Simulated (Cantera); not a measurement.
Mixture: CO : H2 : O2 : N2 = 1 : 0.51 : 0.472 : 1.77 (molar parts), equivalence ratio 1.6, at 7500 Torr, adiabatic and at constant pressure. Ignition delay is the time to a rise of 400 K.

Computed with Cantera and GRI-Mech 3.0 (53 species, 325 reactions). The hydrogen kinetics of GRI-Mech 3.0 are dated; newer H2 mechanisms differ, most at raised pressure. Where the delays flatten at high temperature, the 400 K rule measures the pace of heat release, not the induction time.

Problem. Predict: delay at 1275 K; delay at 1475 K; delay at 1675 K; delay at 1875 K.

Solution. delay at 1275 K: 8.00 µs
delay at 1475 K: 2.30 µs
delay at 1675 K: 1.31 µs
delay at 1875 K: 0.982 µs
